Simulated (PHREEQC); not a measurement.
# Nickel, zinc or cadmium bath: an equilibrium model

Solution (20 °C): 0.0057 mol ZnSO4, 0.012 mol NaOH and 3.2e-05 mol MnSO4 per kg of water. Closed to the air; pH follows from the charge balance.

All values are PHREEQC results (ion-association model, wateq4f.dat), not measurements.

This is a speciation only: nothing precipitates in the calculation.

### Question
What pH, ionic strength does the model give?

### Answer
pH 10.36; ionic strength 0.0174 mol/kgw.

### Question
In which forms is Mn present?

### Answer
Mn+2 63 %, MnSO4 21 %, MnOH+ 17 % of the Mn.

Saturation is exceeded, for instance for Zn(OH)2-e, Zn(OH)2-a; the values hold only as long as no solid forms.
